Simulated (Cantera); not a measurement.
A closed system holds: 1 mol C2H5OH, 0.57 mol NH3, equilibrated at 0.000270 bar.

These are equilibrium values from Cantera (NASA tables, ideal gas, pure condensed phases), not measurements of a reactor. Candidate condensed phases: C, C6H6, C7H8, C8H18, H2O; 136 gas species. Kinetics and transport are ignored.

**Question.** At 2175 K, list the 7 most abundant gas species with their mole fractions, and the condensed phases.

**Answer.** H2 0.553, H 0.221, CO 0.173, N2 0.0469, HCN 0.00447, C2H2 (acetylene) 0.00123, HNC 0.000340. Condensed: C(graphite).
